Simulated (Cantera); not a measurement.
## Adiabatic ignition

An adiabatic, constant-volume homogeneous reactor starts with H2 : O2 : N2 : NO = 1 : 0.294 : 1.11 : 0.0035 (molar parts), at 1450 K and 44000 Pa.

Detailed kinetics in Cantera: GRI-Mech 3.0 (53 species, 325 reactions).

```csv
t (s),T (K),P (bar),x H2,x O2,x NO,x NO2,x H2O2,x HO2,x H
9.00e-6,1450,0.440,0.415,0.122,0.00145,4.11e-8,1.78e-8,6.99e-7,5.22e-6
2.81e-5,1459,0.443,0.402,0.117,0.00145,9.92e-8,4.28e-7,1.73e-5,0.00789
8.79e-5,2279,0.662,0.158,0.00604,0.00154,2.85e-8,1.49e-7,1.88e-6,0.110
0.000275,2834,0.793,0.177,0.00244,0.00186,9.27e-8,1.29e-7,1.60e-6,0.0588
0.000859,2892,0.806,0.180,0.00204,0.00276,1.53e-7,1.40e-7,1.55e-6,0.0532
0.00268,2890,0.805,0.180,0.00201,0.00324,1.78e-7,1.38e-7,1.53e-6,0.0530
0.00839,2890,0.805,0.180,0.00201,0.00326,1.79e-7,1.38e-7,1.53e-6,0.0530
0.0262,2890,0.805,0.180,0.00201,0.00326,1.79e-7,1.38e-7,1.53e-6,0.0530
0.0819,2890,0.805,0.180,0.00201,0.00326,1.79e-7,1.38e-7,1.53e-6,0.0530
0.256,2890,0.805,0.180,0.00201,0.00326,1.79e-7,1.38e-7,1.53e-6,0.0530
0.800,2890,0.805,0.180,0.00201,0.00326,1.79e-7,1.38e-7,1.53e-6,0.0530
```
x: mole fraction; the columns are a selection and need not sum to one.

The time of steepest temperature rise is 36.4 µs and the temperature at 0.800 s is 2890 K. The equilibrium temperature is 2890 K. The x(H2) at 0.800 s is 0.180 (gas-phase equilibrium 0.180) and the x(O2) at 0.800 s is 0.00201 (gas-phase equilibrium 0.00201). The x(NO) at 0.800 s comes out as 0.00326 (gas-phase equilibrium 0.00326).
